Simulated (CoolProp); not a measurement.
Vapour pressure (MPa) of carbon monoxide: the reference equation beside estimates from Tc = 132.9 K, pc = 3.498 MPa, ω = 0.050. Clausius-Clapeyron is anchored at 114 K with a constant enthalpy of vaporisation of 4.192 kJ/mol.

Model: reference Helmholtz-energy equation of state, Lemmon 2006, in CoolProp. It is a short technical equation, of lower accuracy than the large ones.

```csv
T (K),reference,Clausius-Clapeyron,van der Waals,Redlich-Kwong,Soave-Redlich-Kwong,Peng-Robinson
105.8,0.8165,0.9594,1.313,0.8326,0.8233,0.8179
107.4,0.9062,1.030,1.407,0.9260,0.9144,0.9079
109.1,1.009,1.108,1.512,1.033,1.019,1.011
110.7,1.113,1.185,1.614,1.141,1.125,1.116
112.4,1.232,1.269,1.728,1.264,1.245,1.235
114,1.352,1.352,1.840,1.388,1.367,1.356
115.7,1.488,1.442,1.963,1.528,1.505,1.494
117.3,1.625,1.531,2.084,1.668,1.644,1.632
119,1.780,1.628,2.217,1.826,1.802,1.789
120.6,1.936,1.722,2.347,1.984,1.959,1.946
122.3,2.112,1.825,2.490,2.161,2.137,2.123
123.9,2.288,1.925,2.630,2.337,2.314,2.301
125.6,2.487,2.034,2.783,2.534,2.513,2.501
127.2,2.686,2.139,2.932,2.729,2.711,2.700
128.9,2.911,2.254,3.096,2.947,2.933,2.924
```

Absolute difference from the reference over all 15 rows, mean and median: Clausius-Clapeyron 11.3 and 11.1 %, van der Waals 30.2 and 28.2 %, Redlich-Kwong 2.3 and 2.4 %, Soave-Redlich-Kwong 1.1 and 1.1 %, Peng-Robinson 0.4 and 0.4 %.
